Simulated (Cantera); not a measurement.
Input: 1 mol Si3N4, 0.17 mol H2O, 15 mol H2, 0.029 mol O2, held at 1225 K and 5.60 bar.

Method: chemical equilibrium by Gibbs-energy minimisation in Cantera with the NASA 1993 tables (ideal gas, pure condensed phases). Candidate condensed phases: H2O, Si, SiO2, Si2N2O, Si3N4; 35 gas species. Mutual solubility and eutectic melting of coexisting phases are not modelled. Rates play no part.

**Question.** What is the equilibrium state?

**Answer.** 
```
Property                             Result
--------------------------------  ---------
x(H2)                                 0.995
x(N2)                               0.00495
x(NH3)                              6.67e-5
n(Si2N2O(s))                      0.228 mol
n(Si3N4(s))                       0.848 mol
gas amount                        15.24 mol
log10 activity of Si(s) (absent)      -3.77
```
